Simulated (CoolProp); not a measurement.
Model: reference Helmholtz-energy equation of state, Lemmon 2006, in CoolProp. It is a short technical equation, of lower accuracy than the large ones.

Question: For CH3F (R41), give the phase and the Joule-Thomson coefficient (K/MPa), isothermal compressibility (1/MPa), expansivity (1/kK), fugacity coefficient at 221.7 K and 6990 kPa; 281.9 K and 6990 kPa; 301.9 K and 6990 kPa.

Answer: 
- 221.7 K and 6990 kPa: liquid; Joule-Thomson coefficient -0.240, isothermal compressibility 0.00211, expansivity 2.62, fugacity coefficient 0.0555
- 281.9 K and 6990 kPa: liquid; Joule-Thomson coefficient 0.244, isothermal compressibility 0.00796, expansivity 5.02, fugacity coefficient 0.305
- 301.9 K and 6990 kPa: liquid; Joule-Thomson coefficient 0.804, isothermal compressibility 0.0184, expansivity 8.19, fugacity coefficient 0.438
